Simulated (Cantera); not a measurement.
Source: NASA polynomial tables (part measured, part estimated), evaluated in Cantera. Values are per mole of reaction as written; species without (g) are pure solids or liquids, kept so even where they would boil at 1 bar.

Question: Between 1175 and 1425 K, where is each reaction favourable under standard conditions?
- CrO3(g) + 3 H2O(g) ⇌ 6 OH(g) + Cr

Answer: 
- CrO3(g) + 3 H2O(g) ⇌ 6 OH(g) + Cr: ΔG° is 888 kJ at 1175 K and 805 kJ at 1425 K; it stays positive (K < 1). ΔH° is 1277 kJ and ΔS° 331 J/K at 1425 K.
